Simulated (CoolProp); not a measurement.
Carbon dioxide at 279.13 K and 10.5 MPa flows at 0.63 m/s in a round tube of 1 mm bore and 15 µm roughness, fully developed (64/Re and Nu = 3.66 if laminar; Colebrook and Gnielinski if turbulent). Each further row changes one setting.

Computed with CoolProp (reference Helmholtz-energy equation of state, Span 1996).

```json
[
 {"case": "as stated", "Reynolds number": "5640", "Darcy friction factor": "0.0507", "pressure drop (Pa/m)": "(withheld)", "heat-transfer coefficient (W/(m² K))": "4250", "mass flow (kg/h)": "1.69"},
 {"case": "velocity 1.26 m/s", "Reynolds number": "11300", "Darcy friction factor": "0.0475", "pressure drop (Pa/m)": "(withheld)", "heat-transfer coefficient (W/(m² K))": "8920", "mass flow (kg/h)": "(withheld)"},
 {"case": "diameter 2 mm", "Reynolds number": "11300", "Darcy friction factor": "0.0399", "pressure drop (Pa/m)": "3750", "heat-transfer coefficient (W/(m² K))": "3870", "mass flow (kg/h)": "(withheld)"}
]
```

What belongs in the gaps?


- as stated, pressure drop (Pa/m): 9530
- velocity 1.26 m/s, pressure drop (Pa/m): 35700
- velocity 1.26 m/s, mass flow (kg/h): 3.37
- diameter 2 mm, mass flow (kg/h): 6.74

Viscosity comes from a separate model (Laesecke 2017). Thermal conductivity comes from a separate model (Huber 2016).
